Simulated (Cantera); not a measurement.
Feed: 1 mol SiCl₄, a varied amount of Cl₂, 1.7 mol H₂, held at 748.15 K and 130000 Pa.

Cantera equilibrium calculation (NASA polynomials, part measured and part estimated; ideal gas, pure solids and liquids). Candidate condensed phases: Si; 19 gas species. Kinetics and transport are ignored.

### Question
At 1.6 mol Cl₂, list the 3 most abundant gas species with their mole fractions, and the condensed phases.

### Answer
HCl 0.744, SiCl₄ 0.233, H₂ 0.0233. Condensed: gas only.
